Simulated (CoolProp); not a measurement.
Vapour-liquid equilibrium of ethanol (1) + ethylbenzene (2) at 155.45 °C; x and y are mole fractions of (1).

The numbers come from the multi-fluid Helmholtz-energy mixture model, Schroeder 2014 and Zhou 2012; pair parameters Bell 2016 in CoolProp.

```tsv
x	bubble pressure, mixture model (MPa)	bubble pressure, Raoult's law (MPa)	y, mixture model	y, Raoult's law
0.05	0.3104	0.2135	0.467	0.264
0.125	0.4782	0.2856	0.661	0.493
0.2	0.5995	0.3576	0.736	0.630
0.275	0.6876	0.4296	0.777	0.721
0.35	0.7534	0.5017	0.803	0.786
0.425	0.8051	0.5737	0.822	0.834
0.5	0.8488	0.6457	0.839	0.872
0.575	0.8889	0.7178	0.855	0.902
0.65	0.9280	0.7898	0.871	0.927
0.725	0.9679	0.8618	0.890	0.947
0.8	1.009	0.9339	0.913	0.965
0.875	1.053	1.006	0.940	0.979
0.95	1.097	1.078	0.973	0.992
```

The largest gap from Raoult's law is +67.6 % in bubble pressure, at x = 0.2. No azeotrope shows between x = 0.05 and 0.95.

The pair parameters rest on a limited set of measurements; away from them the model extrapolates. With so large a gap from Raoult's law the liquid may split in two, which this calculation doesn't test in full.
